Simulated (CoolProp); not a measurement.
Vapour-liquid equilibrium of methanol (1) + benzene (2) at 1.99 MPa; x and y are mole fractions of (1).

Computed with CoolProp (multi-fluid Helmholtz-energy mixture model, de Reuck 1993 and Thol 2012; pair parameters Bell 2016).

| x | bubble temperature (K) | y at the bubble point | dew temperature at overall composition x (K) | liquid density (mol/L) |
|---|---|---|---|---|
| 0.05 | 479.9 | 0.178 | 490.3 | 8.404 |
| 0.125 | 466.0 | 0.348 | 484.2 | 8.957 |
| 0.2 | 457.5 | 0.450 | 478.1 | 9.451 |
| 0.275 | 452.1 | 0.517 | 472.0 | 9.942 |
| 0.35 | 448.4 | 0.567 | 465.8 | 10.46 |
| 0.425 | 445.7 | 0.608 | 459.6 | 11.04 |
| 0.5 | 443.7 | 0.646 | 453.4 | 11.69 |
| 0.575 | 442.1 | 0.684 | 447.8 | 12.44 |
| 0.65 | 440.8 | 0.724 | 443.5 | 13.30 |
| 0.725 | 439.8 | 0.769 | 440.7 | 14.29 |
| 0.8 | 439.1 | 0.821 | 439.3 | 15.43 |
| 0.875 | 438.7 | 0.881 | 438.7 | 16.74 |
| 0.95 | 438.6 | 0.950 | 438.6 | 18.25 |

y crosses x between x = 0.875 and 0.95: the model has an azeotrope there.

The pair parameters rest on a limited set of measurements; away from them the model extrapolates.
